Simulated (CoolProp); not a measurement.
Dimethyl carbonate along the isobar 0.101 MPa: density (kg/m³) from the reference equation and from simpler models built on Tc = 557.0 K, pc = 4.909 MPa, ω = 0.346; each cubic takes its own stable root.

Model: reference Helmholtz-energy equation of state, Zhou 2011, in CoolProp.

```
T (K)   phase  reference  van der Waals  Redlich-Kwong  Soave-Redlich-Kwong
-----  ------  ---------  -------------  -------------  -------------------
286.8  liquid       1078          3.927          920.8                951.4
303.2  liquid          ?          3.702          903.0                    ?
319.7  liquid       1034          3.501          884.0                919.8
336.2  liquid          ?          3.321          3.351                902.2
352.6  liquid      989.2          3.160          3.184                883.3
369.1     gas      3.048          3.013          3.032                3.044
385.5     gas      2.907          2.881          2.896                2.905
402       gas      2.779          2.759          2.771                2.778
418.4     gas      2.663          2.647          2.657                2.663
434.9     gas      2.557          2.544          2.552                2.557
451.3     gas      2.459          2.449          2.456                2.459
467.8     gas      2.369          2.361          2.366                2.369
484.2     gas      2.285          2.279          2.284                2.286
500.7     gas      2.208          2.203          2.206                2.208
```

Problem. Complete the blanks.

Solution. 
- 303.2, reference: 1057
- 303.2, Soave-Redlich-Kwong: 936.2
- 336.2, reference: 1012

At some of these states van der Waals, Redlich-Kwong gives the other phase, because its saturation line lies elsewhere.
